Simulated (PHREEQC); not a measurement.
Solution (20 °C): 0.19 mol/kgw KOH and 0.28 mol/kgw K2CO3. Closed to the air; pH follows from the charge balance.

Model: Pitzer model, pitzer.dat, run in PHREEQC.

```tsv
quantity	before	after
pH	13.34	12.63
HCO3- (mol/kgw)	8.63e-5	0.000130
```

Q: What was changed between the two runs?
(A) diluted 5-fold with water
(B) KOH from 0.19 to 0.285 mol/kgw
(C) K2CO3 from 0.28 to 0.252 mol/kgw
(D) 0.26 mol/kgw NaHCO3 added
(E) temperature from 20 to 10 °C

A: A, diluted 5-fold with water

No solid was allowed to form. In brines, pH and single-ion activities rest on the MacInnes convention.
